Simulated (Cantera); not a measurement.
Input (Python, Cantera) and output of one run.

```python
import numpy as np
import cantera as ct

gas_names = """
    H HO2 H2 H2O H2O2 O OH O2 O3 Pb PbO Pb2
""".split()
cond_names = """
    H2O(s) H2O(L) Pb(cr) Pb(L) PbO(rd) PbO(yw) PbO(L) PbO2(s) Pb3O4(s)
""".split()


# ... load() reads the species with a 1 bar reference pressure and builds the phases ...
atoms = {
    'Pb': {'Pb': 1},
    'H2': {'H': 2},
    'O2': {'O': 2},
}
top_T = {'Pb3O4(s)': 820}  # K; cautious upper limits of use, not melting points


# ... equilibrate(T, P, feed) seeds the gas with the atoms and calls Mixture.equilibrate('TP', solver="vcs", rtol=1e-11, max_steps=5000) ...
results = []
feed = {'Pb': 1, 'H2': 1.7, 'O2': 1.3}  # mol
T = 825  # K
P = 350  # Pa
mix = equilibrate(T, P, feed)
results.append((T, P, feed, dict(zip(mix.species_names, mix.species_moles))))
x = sorted(zip(gas.X, gas.species_names), reverse=True)
print(f"T = {T:g} K  P = {P:g} Pa  gas = {mix.phase_moles(0):.4g} mol")
print("   x: " + "  ".join(f"{s} {v:.3e}" for v, s in x if v > 0.0001))
print("   condensed (mol): " + ("  ".join(f"{mix.phase(i).name} {mix.phase_moles(i):.4g}"
      for i in range(1, mix.n_phases) if mix.phase_moles(i) > 1e-12) or "none"))
```

Result:

```
T = 825 K  P = 350 Pa  gas = 1.7 mol
   x: H2O 9.999e-01
   condensed (mol): Pb(L) 0.09981  PbO(yw) 0.9001
```

Cantera equilibrium calculation (NASA polynomials, part measured and part estimated; ideal gas, pure solids and liquids).
